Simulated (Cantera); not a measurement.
Gas mixture: 37.0 % C2H2, 8.44 % C2H4, 54.5 % CH3OH, at 5400 Torr, frozen composition.

Cantera's kinetic-theory transport with the Lennard-Jones parameters of GRI-Mech 3.0, ideal gas; thermal conductivity in the mixture-averaged form. Polar gases are described roughly by these parameters. The composition is frozen, though it would react at the higher temperatures.

One state of this run: ρ (kg/m³) = 2.13; cp (J/kg/K) = 2988; μ (µPa s) = 34.2; λ (mW/m/K) = 136; Pr = 0.753; D (cm²/s) NO = 0.255; D (cm²/s) CH4 = 0.285; D (cm²/s) NH3 = 0.305. D: mixture-averaged diffusion coefficient of that species in the mixture.

Problem. Which value of T (K) does it belong to?
(A) 500
(B) 800
(C) 700
(D) 1200

Solution. D, 1200
